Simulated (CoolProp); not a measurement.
Vapour-liquid equilibrium of R134a (1) + R152A (2) at -25.25 °C; x and y are mole fractions of (1).

Values from CoolProp's multi-fluid Helmholtz-energy mixture model, Tillner-Roth 1994 and Outcalt 1996; pair parameters Lemmon 2004.

**Question.** Give the bubble pressure and the first vapour's composition at x = 0.05, 0.2, 0.5. Is there an azeotrope?

**Answer.** x = 0.05: 0.09561 MPa, y = 0.047; x = 0.2: 0.09511 MPa, y = 0.199; x = 0.5: 0.09647 MPa, y = 0.522. y crosses x between x = 0.2 and 0.35: the model has an azeotrope there.

The pair parameters rest on a limited set of measurements; away from them the model extrapolates.
